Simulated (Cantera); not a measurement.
## Equilibrium for silicon epitaxy and polysilicon growth: Si₂Cl₆ + Cl₂ + N₂ + HCl

Charge: 1 mol Si₂Cl₆, 0.74 mol Cl₂, 140 mol N₂, 0.13 mol HCl, equilibrated at 10.0 mbar.

Method: chemical equilibrium by Gibbs-energy minimisation in Cantera with the NASA 1993 tables (ideal gas, pure condensed phases). Candidate condensed phases: NH₄Cl, Si, Si₃N₄; 28 gas species. The feed counts by its element totals alone. N₂ is the only nitrogen source here; it is nearly inert below about 1500 K, so the nitride shown seldom forms there in practice. The tables' values for SiCl₃ are old estimates; treat these amounts as uncertain. Kinetics and transport are ignored.

```json
[
 {"T (K)": "1125", "log p N₂": "-2.01", "log p SiCl₄": "-3.89", "log p SiCl₃": "-5.66", "log p SiCl₂": "-6.34", "log p HCl": "-5.04", "log p Cl": "-8.53", "log p H₂": "-7.82", "n Si₃N₄(s)": "0.0396"},
 {"T (K)": "1150", "log p N₂": "-2.01", "log p SiCl₄": "-3.89", "log p SiCl₃": "-5.49", "log p SiCl₂": "-6.06", "log p HCl": "-5.04", "log p Cl": "-8.30", "log p H₂": "-7.84", "n Si₃N₄(s)": "0.0374"},
 {"T (K)": "1175", "log p N₂": "-2.01", "log p SiCl₄": "-3.89", "log p SiCl₃": "-5.34", "log p SiCl₂": "-5.79", "log p HCl": "-5.04", "log p Cl": "-8.08", "log p H₂": "-7.85", "n Si₃N₄(s)": "0.0340"},
 {"T (K)": "1200", "log p N₂": "-2.01", "log p SiCl₄": "-3.90", "log p SiCl₃": "-5.19", "log p SiCl₂": "-5.54", "log p HCl": "-5.04", "log p Cl": "-7.88", "log p H₂": "-7.86", "n Si₃N₄(s)": "0.0288"},
 {"T (K)": "1225", "log p N₂": "-2.01", "log p SiCl₄": "-3.91", "log p SiCl₃": "-5.05", "log p SiCl₂": "-5.29", "log p HCl": "-5.04", "log p Cl": "-7.68", "log p H₂": "-7.87", "n Si₃N₄(s)": "0.0207"},
 {"T (K)": "1250", "log p N₂": "-2.01", "log p SiCl₄": "-3.93", "log p SiCl₃": "-4.92", "log p SiCl₂": "-5.06", "log p HCl": "-5.04", "log p Cl": "-7.48", "log p H₂": "-7.88", "n Si₃N₄(s)": "0.00865"},
 {"T (K)": "1275", "log p N₂": "-2.01", "log p SiCl₄": "-3.94", "log p SiCl₃": "-4.85", "log p SiCl₂": "-4.95", "log p HCl": "-5.04", "log p Cl": "-7.25", "log p H₂": "-8.00", "n Si₃N₄(s)": "0"},
 {"T (K)": "1300", "log p N₂": "-2.01", "log p SiCl₄": "-3.94", "log p SiCl₃": "-4.83", "log p SiCl₂": "-4.96", "log p HCl": "-5.04", "log p Cl": "-6.95", "log p H₂": "-8.23", "n Si₃N₄(s)": "0"},
 {"T (K)": "1325", "log p N₂": "-2.01", "log p SiCl₄": "-3.94", "log p SiCl₃": "-4.82", "log p SiCl₂": "-4.97", "log p HCl": "-5.04", "log p Cl": "-6.67", "log p H₂": "-8.46", "n Si₃N₄(s)": "0"},
 {"T (K)": "1350", "log p N₂": "-2.01", "log p SiCl₄": "-3.94", "log p SiCl₃": "-4.81", "log p SiCl₂": "-4.97", "log p HCl": "-5.04", "log p Cl": "-6.40", "log p H₂": "-8.68", "n Si₃N₄(s)": "0"},
 {"T (K)": "1375", "log p N₂": "-2.01", "log p SiCl₄": "-3.94", "log p SiCl₃": "-4.79", "log p SiCl₂": "-4.98", "log p HCl": "-5.04", "log p Cl": "-6.14", "log p H₂": "-8.89", "n Si₃N₄(s)": "0"},
 {"T (K)": "1400", "log p N₂": "-2.01", "log p SiCl₄": "-3.95", "log p SiCl₃": "-4.78", "log p SiCl₂": "-4.98", "log p HCl": "-5.04", "log p Cl": "-5.89", "log p H₂": "-9.09", "n Si₃N₄(s)": "0"},
 {"T (K)": "1425", "log p N₂": "-2.01", "log p SiCl₄": "-3.95", "log p SiCl₃": "-4.76", "log p SiCl₂": "-4.97", "log p HCl": "-5.04", "log p Cl": "-5.66", "log p H₂": "-9.27", "n Si₃N₄(s)": "0"},
 {"T (K)": "1450", "log p N₂": "-2.01", "log p SiCl₄": "-3.95", "log p SiCl₃": "-4.74", "log p SiCl₂": "-4.96", "log p HCl": "-5.04", "log p Cl": "-5.43", "log p H₂": "-9.44", "n Si₃N₄(s)": "0"}
]
```
log p: log10 of the partial pressure in bar; n: condensed amount in mol.

From 1125 K to 1250 K the condensed part is Si₃N₄(s). From 1275 K to 1450 K nothing is condensed. The main Si-bearing gas is SiCl₄ throughout.
